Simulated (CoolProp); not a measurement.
Vapour-liquid equilibrium of CHF3 (R23) (1) + sulfur hexafluoride (2) at -17.35 °C; x and y are mole fractions of (1).

The numbers come from the multi-fluid Helmholtz-energy mixture model, Penoncello 2003 and Guder 2009; pair parameters Bell 2016 in CoolProp.

```tsv
x	bubble pressure, mixture model (kPa)	bubble pressure, Raoult's law (kPa)	y, mixture model	y, Raoult's law
0.05	893.8	788.4	0.172	0.096
0.125	1059	845.8	0.322	0.224
0.2	1182	903.1	0.415	0.335
0.275	1275	960.4	0.480	0.434
0.35	1347	1018	0.533	0.521
0.425	___	1075	0.578	0.599
0.5	1454	1132	0.620	0.669
0.575	1493	1190	0.662	0.732
0.65	1523	1247	0.706	0.789
0.725	1544	1304	0.753	0.842
0.8	1555	1362	___	0.890
0.875	1554	1419	0.868	0.934
0.95	___	1476	0.942	0.975
```

Q: Some entries are withheld; supply them.

A: 
- 0.425, bubble pressure, mixture model (kPa): 1406
- 0.8, y, mixture model: 0.807
- 0.95, bubble pressure, mixture model (kPa): 1537

The largest gap from Raoult's law is +32.8 % in bubble pressure, at x = 0.275. y crosses x between x = 0.8 and 0.875: the model has an azeotrope there.

Pair parameters are fitted to limited data, so mixtures are less certain than the pure fluids.
